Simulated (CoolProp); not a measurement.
The numbers come from the reference Helmholtz-energy equation of state, Thol 2017 in CoolProp.

Problem. For octamethyltrisiloxane (MDM), give the phase and the density (kg/m³), cp (kJ/(kg K)), isothermal compressibility (1/MPa), expansivity (1/kK) at -57.25 °C and 0.192 MPa; 37.15 °C and 0.0583 MPa.

Solution. 
- -57.25 °C and 0.192 MPa: liquid; density 896, cp 1.65, isothermal compressibility 0.000933, expansivity 1.09
- 37.15 °C and 0.0583 MPa: liquid; density 803, cp 1.81, isothermal compressibility 0.00197, expansivity 1.26
